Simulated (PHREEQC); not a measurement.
A PHREEQC input (ion-association model, phreeqc.dat):

```
SOLUTION 1
  temp 25
  units mg/L
  pH 6.5
  pe 1.3
  Na 94.4
  K 39
  Ca 76.2
  Mg 18.4
  Cl 11.1
  S(6) 281 as SO4
  Alkalinity 264 as HCO3
  Sr 7.07
  Mn(2) 14.4
  Si 0.391 as SiO2
  Br 0.29
END
USE solution 1
EQUILIBRIUM_PHASES 1
  Gypsu 0 0
  Quartz 0 0.5
  CO2(g) -2.5 10
END
```

It stops with these messages:

```
ERROR: Phase not found in database, Gypsu.
ERROR: Calculations terminating due to input errors.
```

The fault: the phase Gypsum misspelt. The line should read `Gypsum` where the input has `Gypsu`. With the mend the run ends at pH 7.87 and ionic strength 0.0144 mol/kgw.
